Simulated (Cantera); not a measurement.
An isothermal, constant-pressure homogeneous reactor starts with C2H4 : H2 = 1 : 70 (molar parts), at 1623 K and 0.00330 bar. Integrator tolerance rtol = 1e-08.

Model: GRI-Mech 3.0 (53 species, 325 reactions), integrated in Cantera. GRI-Mech 3.0 was tuned for natural gas; its chemistry of ethylene as a main component is partial and can be far from experiment. GRI-Mech 3.0 stops at C3 and has no aromatics, soot or wall deposition, so with more carbon than oxygen in the feed, carbon stays in small species such as C2H2 where larger ones or solid carbon would form. Radical loss at walls, strong at low pressure, is not modelled.

Q: What does this change do: temperature 1623 to 1825 K?

A: 
```csv
quantity,before,after
x(C2H4) at 40.0 s,4.13e-6 (gas-phase equilibrium 4.07e-6),8.82e-7 (gas-phase equilibrium 8.74e-7)
x(H2) at 40.0 s,0.985 (gas-phase equilibrium 0.985),0.979 (gas-phase equilibrium 0.979)
x(CH2) at 40.0 s,7.74e-11 (gas-phase equilibrium 2.73e-9),9.88e-9 (gas-phase equilibrium 2.54e-8)
x(C2H6) at 40.0 s,2.01e-11 (gas-phase equilibrium 4.80e-11),1.12e-12 (gas-phase equilibrium 3.21e-12)
x(CH4) at 40.0 s,3.06e-6 (gas-phase equilibrium 9.44e-5),7.28e-6 (gas-phase equilibrium 1.80e-5)
x(H) at 40.0 s,0.00111 (gas-phase equilibrium 0.00120),0.00750 (gas-phase equilibrium 0.00764)
x(CH3) at 40.0 s,6.98e-8 (gas-phase equilibrium 2.34e-6),1.12e-6 (gas-phase equilibrium 2.83e-6)
```
